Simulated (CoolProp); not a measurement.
A closed Brayton cycle with dry air: compressor inlet 305.15 K and 2.8 MPa, high pressure 5.25 MPa, turbine inlet 755 K, compressor efficiency 0.8, turbine efficiency 0.9, recuperator effectiveness 0.9 (on enthalpy, no pinch check). Each further row changes one setting.

Values from CoolProp's reference Helmholtz-energy equation of state, Lemmon 2000. It is a pseudo-pure fit of the blend.

```tsv
case	thermal efficiency (%)	net work (kJ/kg)	compressor to turbine work	compressor exit (K)	turbine exit (K)
as stated	26.8	38.9	0.66	380.5	649.8
turbine inlet 705 K	23.5	31.3	0.71	380.5	605.7
compressor inlet 315.15 K	25.2	36.3	0.68	392.9	649.8
high pressure 4.46 MPa	26.3	32.0	0.63	359.6	675.6
recuperator effectiveness 0.5	15.1	38.9	0.66	380.5	649.8
```
